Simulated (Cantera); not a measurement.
An isothermal, constant-pressure homogeneous reactor starts with NO : N₂ = 1 : 0.36 (molar parts), at 1775 K and 0.0430 bar. Integrator tolerance rtol = 1e-08.

Detailed kinetics in Cantera: GRI-Mech 3.0 (53 species, 325 reactions). Radical loss at walls, strong at low pressure, is not modelled.

**Question.** What does this change do: temperature 1775 to 1975 K?

**Answer.** 
```tsv
quantity	before	after
x(NO) at 7.00 s	0.668 (gas-phase equilibrium 0.00452)	0.274 (gas-phase equilibrium 0.00841)
x(N₂) at 7.00 s	0.298 (gas-phase equilibrium 0.630)	0.495 (gas-phase equilibrium 0.628)
x(NO₂) at 7.00 s	0.000144 (gas-phase equilibrium 3.26e-6)	0.000106 (gas-phase equilibrium 4.11e-6)
x(O₂) at 7.00 s	0.0336 (gas-phase equilibrium 0.365)	0.230 (gas-phase equilibrium 0.362)
x(N₂O) at 7.00 s	0.000155 (gas-phase equilibrium 4.83e-8)	2.12e-5 (gas-phase equilibrium 8.77e-8)
x(O) at 7.00 s	0.000103 (gas-phase equilibrium 0.000281)	0.00131 (gas-phase equilibrium 0.00161)
```
